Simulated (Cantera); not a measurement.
A perfectly stirred reactor is fed with 1.20 % C2H6, 98.8 % N2, at 750 Torr; it is held at 1550 K, and followed from long to short residence time.

Detailed kinetics in Cantera: GRI-Mech 3.0 (53 species, 325 reactions). GRI-Mech 3.0 stops at C3 and has no aromatics, soot or wall deposition, so with more carbon than oxygen in the feed, carbon stays in small species such as C2H2 where larger ones or solid carbon would form.

x: mole fraction; the columns are a selection and need not sum to one.

```csv
τ (s),x C2H6,x C2H2,x H2,x HCN,x CH4,x C2H4
6.3,2.25e-6,0.0105,0.0199,6.71e-7,?,4.90e-5
1.5,8.02e-6,0.0100,0.0184,5.02e-7,?,7.40e-5
0.36,2.53e-5,0.00968,0.0176,4.70e-7,0.00387,0.000151
0.085,7.29e-5,0.00946,0.0173,5.07e-7,0.00381,0.000347
0.020,0.000203,0.00897,0.0170,5.46e-7,0.00356,0.000817
0.0048,0.000576,0.00763,0.0155,5.40e-7,0.00331,0.00188
0.0011,0.00180,0.00472,0.0119,4.69e-7,?,0.00380
0.00027,0.00500,0.00142,0.00656,3.34e-7,?,0.00444
```

Q: Some entries are withheld; supply them.

A: 
- 6.3, x CH4: 0.00238
- 1.5, x CH4: 0.00337
- 0.0011, x CH4: 0.00275
- 0.00027, x CH4: 0.00149
